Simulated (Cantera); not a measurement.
An adiabatic, constant-volume homogeneous reactor starts with 7.80 % CH₄, 1.48 % C₂H₆, 18.9 % O₂, 71.8 % N₂, equivalence ratio 1.1, at 1475 K and 10.0 bar.

Detailed kinetics in Cantera: GRI-Mech 3.0 (53 species, 325 reactions). Above 3000 K some thermodynamic fits are extrapolated.

One state of this run: T (K) = 3125; P (bar) = 22.5; x CH₄ = <1e-12; x C₂H₆ = <1e-12; x O₂ = 0.00971; x H₂ = 0.0223; x C₂H = <1e-12; x OH = 0.0182; x CH₂O = 1.09e-8. x: mole fraction; the columns are a selection and need not sum to one.

Which value of t (s) does it belong to?
A) 0.000296
B) 1.39e-5
C) 5.00e-6
D) 3.85e-5

A, 0.000296
